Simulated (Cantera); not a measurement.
**Premixed flame**

A freely propagating, adiabatic, planar premixed flame of 38.7 % H2, 12.9 % O2, 48.4 % N2, unburnt at 475 K and 4.93 atm; mixture-averaged transport, grid criteria slope 0.08 and curve 0.16, no radiation.

Computed with Cantera and the H2/O2 subset of GRI-Mech 3.0, which has no nitrogen chemistry. The hydrogen kinetics of GRI-Mech 3.0 are dated; newer H2 mechanisms differ, most at raised pressure. Burning velocities carry a grid error of a few per cent, more on coarse grids.

```csv
z (mm),T (K),u (m/s),x H2,x O2,x HO2,x H2O2,x OH,x O
-0.151,475,6.18,0.387,0.129,<1e-8,<1e-8,<1e-8,<1e-8
-0.101,475,6.18,0.387,0.129,<1e-8,<1e-8,<1e-8,<1e-8
-0.0757,475,6.18,0.387,0.129,2.32e-8,<1e-8,<1e-8,<1e-8
-0.0505,476,6.19,0.387,0.129,7.43e-7,2.43e-8,<1e-8,2.79e-8
-0.0252,515,6.61,0.376,0.131,0.000357,1.45e-5,2.75e-5,5.80e-6
-0.0126,813,10.1,0.336,0.124,0.000893,9.45e-5,0.00115,0.000236
0,1279,15.3,0.260,0.0933,0.000377,3.33e-5,0.00252,0.00207
0.0126,1619,19.2,0.185,0.0468,0.000164,4.78e-6,0.00560,0.00411
0.0252,1802,21.2,0.145,0.0189,6.26e-5,2.53e-6,0.00796,0.00390
0.0505,1966,23.0,0.129,0.00447,1.42e-5,1.32e-6,0.00942,0.00277
0.101,2104,24.4,0.132,0.00164,5.33e-6,6.99e-7,0.00879,0.00168
0.202,2217,25.5,0.136,0.000798,2.59e-6,3.89e-7,0.00698,0.000842
0.404,2299,26.2,0.139,0.000333,1.07e-6,2.09e-7,0.00487,0.000350
```
x: mole fraction of selected species; z is measured from the peak of heat release.

```json
{
 "laminar_burning_velocity": "618 cm/s",
 "thermal_thickness": "0.0505 mm",
 "peak x(HO2)": "0.00108",
 "peak x(H2O2)": "9.47e-5",
 "peak x(OH)": "0.00946",
 "peak x(O)": "0.00421"
}
```
